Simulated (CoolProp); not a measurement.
Properties of R404A along the isotherm 352.9 K.

Computed with CoolProp (reference Helmholtz-energy equation of state, Lemmon 2003). It is a pseudo-pure fit of the blend.

| p (MPa) | phase | cv (kJ/(kg K)) | conductivity (mW/(m K)) |
|---|---|---|---|
| 0.124 | gas | 0.8775 | 17.5 |
| 0.249 | gas | 0.8810 | 17.6 |
| 0.373 | gas | 0.8844 | 17.8 |
| 0.498 | gas | 0.8880 | 17.9 |
| 0.622 | gas | [?] | 18.1 |
| 0.747 | gas | 0.8951 | 18.2 |
| 0.871 | gas | 0.8988 | 18.4 |
| 0.996 | gas | 0.9026 | 18.6 |
| 1.12 | gas | 0.9064 | 18.7 |
| 1.24 | gas | 0.9102 | [?] |
| 1.37 | gas | 0.9145 | 19.1 |
| 1.49 | gas | 0.9185 | 19.3 |
| 1.62 | gas | 0.9230 | 19.5 |
| 1.74 | gas | 0.9273 | 19.7 |
| 1.87 | gas | 0.9321 | [?] |

Fill in the missing entries.


- 0.622, cv (kJ/(kg K)): 0.8915
- 1.24, conductivity (mW/(m K)): 18.9
- 1.87, conductivity (mW/(m K)): 20.0

Thermal conductivity comes from a separate model (Geller 2001).
